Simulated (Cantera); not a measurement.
Charge: 1 mol CCl4, 0.012 mol Si, at 1.43 Torr.

These are equilibrium values from Cantera (NASA tables, ideal gas, pure condensed phases), not measurements of a reactor. Candidate condensed phases: C, Si, SiC; 24 gas species. The tables' values for CCl, SiCl are old estimates; treat these amounts as uncertain. The numbers say what is thermodynamically allowed, not how fast it happens. All values below are at 2802 °C.

Base state: Cl 0.900, C3 0.0569, C 0.0290, C2 0.0108, Si 0.00208, SiC2 0.000591, C5 0.000382, C4 0.000128 (mole fractions); condensed: gas only.

Problem. What changes in the equilibrium state with this change: Si from 0.012 to 0.1 mol?

Solution. 
```json
[
 {"species": "Cl", "before": "0.900", "after": "0.885"},
 {"species": "C3", "before": "0.0569", "after": "0.0535"},
 {"species": "C", "before": "0.0290", "after": "0.0284"},
 {"species": "Si", "before": "0.00208", "after": "0.0172"},
 {"species": "SiC2", "before": "0.000591", "after": "0.00469"},
 {"species": "C2", "before": "0.0108", "after": "0.0104"},
 {"species": "SiCl", "before": "2.65e-5", "after": "0.000215"},
 {"species": "SiC", "before": "5.42e-6", "after": "4.39e-5"},
 {"species": "SiCl2", "before": "2.16e-6", "after": "1.73e-5"},
 {"species": "C5", "before": "0.000382", "after": "0.000344"}
]
```
The tables' values for SiCl, CCl are old estimates; treat these amounts as uncertain.
